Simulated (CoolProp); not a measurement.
Vapour-liquid equilibrium of n-heptane (1) + n-dodecane (2) at 115 kPa; x and y are mole fractions of (1).

Model: multi-fluid Helmholtz-energy mixture model, Span 2003 and Lemmon 2004; pair parameters Bell 2016, in CoolProp.

### Question
Give the bubble temperature and the first vapour's composition at x = 0.45, 0.55, 0.95. Is there an azeotrope?

### Answer
x = 0.45: 133.0 °C, y = 0.957; x = 0.55: 124.9 °C, y = 0.974; x = 0.95: 104.6 °C, y = 0.999. No azeotrope shows between x = 0.05 and 0.95.

The pair parameters rest on a limited set of measurements; away from them the model extrapolates.
